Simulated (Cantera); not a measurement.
Feed: 1 mol Ti, 0.36 mol O2, 52 mol H2, held at 5330 Torr.

Cantera equilibrium calculation (NASA polynomials, part measured and part estimated; ideal gas, pure solids and liquids). Candidate condensed phases: H2O, Ti, TiO, TiO2, Ti2O3, Ti3O5, Ti4O7; 12 gas species. Mutual solubility and eutectic melting of coexisting phases are not modelled. TiO: taken at fixed stoichiometry. Condensed phases not in the tables: N, O or C dissolved in the metal. Kinetics and transport are ignored. All values below are at 1900 K.

Base state: H2 1.000, H 0.000298 (mole fractions); condensed: Ti(β) + TiO(s).

Q: What changes in the equilibrium state with this change: Ti replaced by Al?

A: 
```
species          before     after
-------------  --------  --------
H2                1.000     0.998
Al2O                  0  0.000679
Al                    0  0.000326
AlH                   0  0.000305
H              0.000298  0.000298
Ti(β), mol        0.280         0
TiO(s), mol       0.720         0
Al(l), mol            0     0.440
Al2O3(s), mol         0     0.228
```
Further candidate phases: Al, Al2O3.
